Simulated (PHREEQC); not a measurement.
A solution holds 0.86 mol LiOH and 6.2e-05 mol H4SiO4 per kg of water, at 20 °C. Closed to the air; pH follows from the charge balance.

All values are PHREEQC results (Pitzer model, pitzer.dat), not measurements.

Precipitation was switched off in this run.

Task: Estimate the pH.

Result: pH 13.79.

Task: In which forms is Si present?

Result: H2SiO4-2 97 %, H3SiO4- 2.8 % of the Si.
